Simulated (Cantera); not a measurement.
# Equilibrium for calcination and drying: Ca(OH)₂ + CO₂

Charge: 1 mol Ca(OH)₂, 2.6 mol CO₂, at 13.3 mbar.

Method: chemical equilibrium by Gibbs-energy minimisation in Cantera with the NASA 1993 tables (ideal gas, pure condensed phases). Candidate condensed phases: C, C₆H₆, C₇H₈, C₈H₁₈, Ca, CaCO₃, CaO, Ca(OH)₂, H₂O; 115 gas species. Equilibrium is a limit: real reactors are often held back by kinetics, nucleation or transport.

From 1027 °C to 1702 °C the condensed part is CaO(s).

```tsv
T (°C)	x CO₂	x H₂O	x CO	x O₂	x OH	n CaO(s)
1027	0.722	0.278	0.000115	6.86e-5	6.92e-6	1.00
1102	0.722	0.278	0.000300	0.000173	1.98e-5	1.00
1177	0.721	0.278	0.000706	0.000397	5.10e-5	1.00
1252	0.720	0.277	0.00152	0.000840	0.000119	1.000
1327	0.718	0.277	0.00305	0.00165	0.000258	1.000
1402	0.714	0.276	0.00572	0.00306	0.000520	1.000
1477	0.708	0.275	0.0101	0.00535	0.000984	1.000
1552	0.698	0.272	0.0170	0.00889	0.00176	1.000
1627	0.683	0.269	0.0273	0.0141	0.00301	1.000
1702	0.662	0.264	0.0419	0.0214	0.00489	1.000
```
x: gas mole fraction; n: condensed amount in mol.
